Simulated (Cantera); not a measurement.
Mixture: CH₄ : C₂H₆ : C₃H₈ : O₂ : N₂ : CO₂ = 1 : 0.11 : 0.037 : 1.98 : 11.7 : 3.5 (molar parts), at 31.6 atm, adiabatic and at constant volume. Ignition delay is the time to a rise of 400 K.

Cantera simulation using GRI-Mech 3.0 (53 species, 325 reactions); the numbers are that mechanism's predictions, not measurements. The pressure lies above the range GRI-Mech 3.0 was tuned for (to about 10 atm).

What does this change do: constant pressure in place of constant volume?


```tsv
quantity	before	after
delay at 1000 K	10.6 ms	11.1 ms
delay at 1075 K	2.94 ms	3.09 ms
delay at 1150 K	1.02 ms	1.08 ms
delay at 1225 K	0.417 ms	0.449 ms
delay at 1300 K	0.193 ms	0.212 ms
delay at 1375 K	97.0 µs	0.108 ms
delay at 1450 K	51.1 µs	58.2 µs
apparent activation energy between 1300 and 1450 K	140 kJ/mol	140 kJ/mol
```

What does this change do: N2 11.7 to 19 parts?


```
quantity                                                before       after
--------------------------------------------------  ----------  ----------
delay at 1000 K                                        10.6 ms     13.5 ms
delay at 1075 K                                        2.94 ms     3.81 ms
delay at 1150 K                                        1.02 ms     1.36 ms
delay at 1225 K                                       0.417 ms    0.574 ms
delay at 1300 K                                       0.193 ms    0.274 ms
delay at 1375 K                                        97.0 µs    0.141 ms
delay at 1450 K                                        51.1 µs     75.9 µs
apparent activation energy between 1300 and 1450 K  140 kJ/mol  130 kJ/mol
```
